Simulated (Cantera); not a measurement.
What does this Cantera script print?

```python
import numpy as np
import cantera as ct

gas_names = """
    C CH CH2 CH3 CH2OH CH3O CH4 CH3OH CO COS CO2 COOH CS CS2 C2 C2H CHCO,ketyl C2H2,acetylene
    C2H2,vinylidene CH2CO,ketene C2H3,vinyl CH3CO,acetyl C2H4 C2H4O,ethylen CH3CHO,ethanal CH3COOH
    (HCOOH)2 C2H5 C2H6 CH3OCH3 C2H5OH C2O C3 C3H3,propargyl C3H4,allene C3H4,propyne C3H4,cyclo-
    C3H5,allyl C3H6,propylene C3H6,cyclo- C3H6O C3H7,n-propyl C3H7,i-propyl C3H8 C3H8O,1propanol
    C3H8O,2propanol C3O2 C4 C4H2 C4H4,1,3-cyclo- C4H6,butadiene C4H6,2-butyne C4H6,cyclo- C4H8,1-butene
    C4H8,cis2-buten C4H8,tr2-butene C4H8,isobutene C4H8,cyclo- (CH3COOH)2 C4H9,n-butyl C4H9,i-butyl
    C4H9,s-butyl C4H9,t-butyl C4H10,isobutane C4H10,n-butane C5 C5H6,1,3cyclo- C5H8,cyclo-
    C5H10,1-pentene C5H10,cyclo- C5H11,pentyl C5H11,t-pentyl C5H12,n-pentane C5H12,i-pentane
    CH3C(CH3)2CH3 C6H2 C6H5,phenyl C6H5O,phenoxy C6H6 C6H5OH,phenol C6H10,cyclo- C6H12,1-hexene
    C6H12,cyclo- C6H13,n-hexyl C7H7,benzyl C7H8 C7H8O,cresol C7H14,1-heptene C7H15,n-heptyl
    C7H16,n-heptane C8H8,styrene C8H10,ethylbenz C8H16,1-octene C8H17,n-octyl C8H18,isooctane
    C8H18,n-octane C9H19,n-nonyl C10H8,naphthale C10H21,n-decyl C12H9,o-bipheny C12H10,bipheny H HCO HO2
    H2 HCHO,formaldehy HCOOH H2O H2O2 H2S H2SO4 O OH O2 O3 S SH SO SO2 SO3 S2 S2O S8
""".split()
cond_names = """
    C(gr) C6H6(L) C7H8(L) C8H18(L),n-octa H2O(s) H2O(L) H2SO4(L) S(cr1) S(cr2) S(L)
""".split()


def load(file, names, dense=False):
    # The tables refer to 1 bar. Condensed volumes are neglected.
    table = {s.name: s for s in ct.Species.list_from_file(file)}
    out = []
    for n in names:
        d = dict(table[n].input_data)
        d["thermo"] = dict(d["thermo"], **{"reference-pressure": 1e5})
        if dense:
            d["equation-of-state"] = {"model": "constant-volume", "density": "1e6 g/cm^3"}
        out.append(ct.Species.from_dict(d))
    return out


gas = ct.Solution(thermo="ideal-gas", species=load("nasa_gas.yaml", gas_names))
cond = {s.name: ct.Solution(thermo="fixed-stoichiometry", species=[s], name=s.name)
        for s in load("nasa_condensed.yaml", cond_names, dense=True)}
atoms = {
    'CS2': {'C': 1, 'S': 2},
    'SO2': {'S': 1, 'O': 2},
    'H2': {'H': 2},
}
top_T = {'C(gr)': 4500}  # K; cautious upper limits of use, not melting points


def equilibrate(T, P, feed):
    n = {}
    for name, mol in feed.items():
        for a, k in atoms[name].items():
            n[a] = n.get(a, 0.0) + k * mol
    gas.TPX = T, P, n
    mass = sum(n.values()) * gas.mean_molecular_weight
    gas.equilibrate("TP")
    valid = [c for c in cond.values() if c.min_temp <= T <= top_T.get(c.name, c.max_temp)]
    mix = ct.Mixture([(gas, mass / gas.mean_molecular_weight)] + [(c, 0.0) for c in valid])
    mix.T, mix.P = T, P
    mix.equilibrate("TP", solver="vcs", rtol=1e-11, max_steps=5000)
    return mix


results = []
feed = {'CS2': 1, 'SO2': 0.54, 'H2': 0.071}  # mol
P = 100000  # Pa
for T in [2550, 2625, 2700, 2775, 2850, 2925, 3000, 3075]:
    mix = equilibrate(T, P, feed)
    results.append((T, P, feed, dict(zip(mix.species_names, mix.species_moles))))

top = {s: max(r[3][s] / sum(r[3][g] for g in gas_names) for r in results) for s in gas_names}
cols = sorted((s for s in top if top[s] > 0.001), key=lambda s: -top[s])[:6]
seen = [c for c in cond_names if any(r[3].get(c, 0) > 1e-12 for r in results)]
print("log10 of partial pressures in bar; condensed amounts in mol")
print(f"{'T/K':>10s}" + "".join(f"{s[:9]:>10s}" for s in cols + seen))
for T, P, feed, n in results:
    ng = sum(n[g] for g in gas_names)
    print(f"{T:10.4g}" + "".join(f"{np.log10(max(n[s] / ng * P / 1e5, 1e-99)):10.3f}" for s in cols)
          + "".join(f"{n.get(c, 0):10.4g}" for c in seen))
```

Output:

```
log10 of partial pressures in bar; condensed amounts in mol
       T/K        S2        CO         S        SO        SH         H
      2550    -0.313    -0.393    -1.425    -1.737    -1.792    -2.410
      2625    -0.323    -0.395    -1.303    -1.694    -1.765    -2.287
      2700    -0.336    -0.397    -1.188    -1.661    -1.744    -2.174
      2775    -0.350    -0.401    -1.081    -1.635    -1.730    -2.071
      2850    -0.368    -0.406    -0.981    -1.615    -1.723    -1.977
      2925    -0.389    -0.412    -0.889    -1.602    -1.723    -1.893
      3000    -0.413    -0.419    -0.804    -1.593    -1.730    -1.818
      3075    -0.442    -0.427    -0.725    -1.589    -1.744    -1.751
```

Equilibrium computed with Cantera from the NASA thermochemical tables; the gas is ideal and each condensed phase is pure.
